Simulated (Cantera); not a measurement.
A closed system holds: 1 mol CaO, 6.8 mol HCl, 18 mol H2, at 9.60 mbar.

These are equilibrium values from Cantera (NASA tables, ideal gas, pure condensed phases), not measurements of a reactor. Candidate condensed phases: Ca, CaCl2, CaO, Ca(OH)2, H2O; 21 gas species. Condensed phases not in the tables: oxide chlorides. The numbers say what is thermodynamically allowed, not how fast it happens. All values below are at 850 °C.

Base state: H2 0.756, HCl 0.202, H2O 0.0420, CaCl2 0.000108 (mole fractions); condensed: CaCl2(l).

Question: What changes in the equilibrium state with this change: pressure from 9.60 mbar to 5.00 Pa?

Answer: 
```
species          before   after
-------------  --------  ------
H2                0.756   0.736
HCl               0.202   0.208
H2O              0.0420  0.0351
CaCl2          0.000108  0.0208
CaCl2(l), mol     0.997   0.351
CaO(s), mol           0   0.142
```
Mutual solubility and eutectic melting of coexisting phases are not modelled.
